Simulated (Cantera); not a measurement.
A perfectly stirred reactor is fed with H₂ : O₂ : N₂ = 0.83 : 1 : 0.86 (molar parts), at 65000 Pa; it is held at 1400 K, and followed from long to short residence time.

Model: GRI-Mech 3.0 (53 species, 325 reactions), integrated in Cantera. The temperature is held fixed by assumption; the heat of reaction is taken as removed at once.

**Question.** What does this change do: temperature 1400 to 750 K?

**Answer.** 
```csv
quantity,before,after
x(H₂) at τ = 4.80 s,2.31e-5,0.309
x(O₂) at τ = 4.80 s,0.257,0.372
x(H) at τ = 4.80 s,2.35e-7,2.23e-12
x(O) at τ = 4.80 s,7.47e-6,<1e-12
x(NO) at τ = 4.80 s,6.29e-7,<1e-12
x(H₂) at τ = 0.130 s,0.000256,0.309
x(O₂) at τ = 0.130 s,0.257,0.372
x(H) at τ = 0.130 s,8.70e-6,<1e-12
x(O) at τ = 0.130 s,8.73e-5,<1e-12
x(NO) at τ = 0.130 s,7.09e-7,<1e-12
```
Below about 950 K walls govern HO2 and H2O2 in real vessels.

**Question.** What does this change do: H2 0.83 to 0.16 parts?

**Answer.** 
```tsv
quantity	before	after
x(H₂) at τ = 4.80 s	2.31e-5	7.18e-6
x(O₂) at τ = 4.80 s	0.257	0.474
x(H) at τ = 4.80 s	2.35e-7	8.16e-8
x(O) at τ = 4.80 s	7.47e-6	1.06e-5
x(NO) at τ = 4.80 s	6.29e-7	1.19e-6
x(H₂) at τ = 0.130 s	0.000256	7.59e-5
x(O₂) at τ = 0.130 s	0.257	0.474
x(H) at τ = 0.130 s	8.70e-6	3.08e-6
x(O) at τ = 0.130 s	8.73e-5	0.000122
x(NO) at τ = 0.130 s	7.09e-7	9.09e-7
```
